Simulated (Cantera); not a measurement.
# NO annealing gas

An isothermal, constant-pressure homogeneous reactor starts with NO : N2 = 1 : 0.22 (molar parts), at 2123 K and 1.10 bar.

Cantera simulation using GRI-Mech 3.0 (53 species, 325 reactions); the numbers are that mechanism's predictions, not measurements.

| t (s) | x NO | x O2 | x O | x N2 | x NO2 |
|---|---|---|---|---|---|
| 3.00e-5 | 0.820 | 1.70e-6 | 3.60e-5 | 0.180 | 2.80e-5 |
| 8.23e-5 | 0.819 | 1.49e-5 | 8.32e-5 | 0.180 | 0.000101 |
| 0.000226 | 0.819 | 0.000161 | 0.000176 | 0.181 | 0.000255 |
| 0.000620 | 0.817 | 0.00102 | 0.000224 | 0.182 | 0.000334 |
| 0.00170 | 0.811 | 0.00366 | 0.000240 | 0.184 | 0.000359 |
| 0.00468 | 0.797 | 0.0109 | 0.000274 | 0.191 | 0.000409 |
| 0.0128 | 0.757 | 0.0306 | 0.000349 | 0.211 | 0.000510 |
| 0.0352 | 0.656 | 0.0811 | 0.000490 | 0.262 | 0.000640 |
| 0.0967 | 0.443 | 0.187 | 0.000698 | 0.368 | 0.000631 |
| 0.265 | 0.173 | 0.322 | 0.000894 | 0.503 | 0.000320 |
| 0.729 | 0.0377 | 0.390 | 0.000977 | 0.571 | 7.65e-5 |
| 2.00 | 0.0139 | 0.402 | 0.000991 | 0.583 | 2.85e-5 |
x: mole fraction; the columns are a selection and need not sum to one.

Equilibrium at this temperature and pressure: NO 0.0126, O2 0.403, O 0.000992, N2 0.584, NO2 2.60e-5 (gas phase only).
